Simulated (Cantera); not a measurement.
Input: 1 mol Fe(CO)₅, 0.088 mol O₂, 0.49 mol N₂, held at 1300 K and 13300 Pa.

Equilibrium computed with Cantera from the NASA thermochemical tables; the gas is ideal and each condensed phase is pure. Candidate condensed phases: C, Fe, Fe(CO)₅, FeO, Fe₂O₃, Fe₃O₄; 27 gas species. Rates play no part.

Base state: CO 0.879, N₂ 0.0893, CO₂ 0.0321 (mole fractions); condensed: Fe(γ).

Task: What changes in the equilibrium state with this change: O₂ from 0.088 to 0.76 mol?

Result: 
```csv
species,before,after
CO,0.879,0.768
CO₂,0.0321,0.143
N₂,0.0893,0.0893
"Fe(γ), mol",1.00,0.264
"FeO(s), mol",0,0.736
```
Mutual solubility and eutectic melting of coexisting phases are not modelled. The tables' stoichiometric FeO is somewhat more stable than real wüstite, so its field is too wide. FeO: taken at fixed stoichiometry.

Task: What changes in the equilibrium state with this change: O₂ from 0.088 to 0.32 mol?

Result: 
| species | before | after |
|---|---|---|
| CO | 0.879 | 0.794 |
| CO₂ | 0.0321 | 0.117 |
| N₂ | 0.0893 | 0.0893 |
| Fe(γ), mol | 1.00 | 1.00 |
